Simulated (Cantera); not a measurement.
A Cantera script and what it prints.

```python
import numpy as np
import cantera as ct

gas_names = """
    H H2 Si SiH SiH2 SiH3 SiH4 Si2 Si3
""".split()
cond_names = """
    Si(cr) Si(L)
""".split()


# ... load() reads the species with a 1 bar reference pressure and builds the phases ...
atoms = {
    'Si': {'Si': 1},
    'H2': {'H': 2},
}
top_T = {}  # K; cautious upper limits of use, not melting points


# ... equilibrate(T, P, feed) seeds the gas with the atoms and calls Mixture.equilibrate('TP', solver="vcs", rtol=1e-11, max_steps=5000) ...
results = []
feed = {'Si': 1, 'H2': 6.8}  # mol
T = 1048  # K
P = 71000  # Pa
mix = equilibrate(T, P, feed)
results.append((T, P, feed, dict(zip(mix.species_names, mix.species_moles))))
print(gas.report(threshold=0.0001))
for i in range(1, mix.n_phases):
    print(f"{mix.phase(i).name:16s} {mix.phase_moles(i):12.5e} mol")
```

Output:

```
       temperature   1048 K
          pressure   71000 Pa
           density   0.016427 kg/m^3
  mean mol. weight   2.016 kg/kmol
   phase of matter   gas

                          1 kg             1 kmol
                     ---------------   ---------------
          enthalpy        1.0982e+07         2.214e+07  J
   internal energy        6.6599e+06        1.3426e+07  J
           entropy             84574         1.705e+05  J/K
    Gibbs function       -7.7652e+07       -1.5655e+08  J
 heat capacity c_p             15075             30392  J/K
 heat capacity c_v             10951             22077  J/K

                      mass frac. Y      mole frac. X     chem. pot. / RT
                     ---------------   ---------------   ---------------
                H2           0.99999                 1           -17.966
     [   +8 minor]        5.2898e-06        3.4095e-07

Si(cr)            9.99998e-01 mol
```

Equilibrium computed with Cantera from the NASA thermochemical tables; the gas is ideal and each condensed phase is pure.
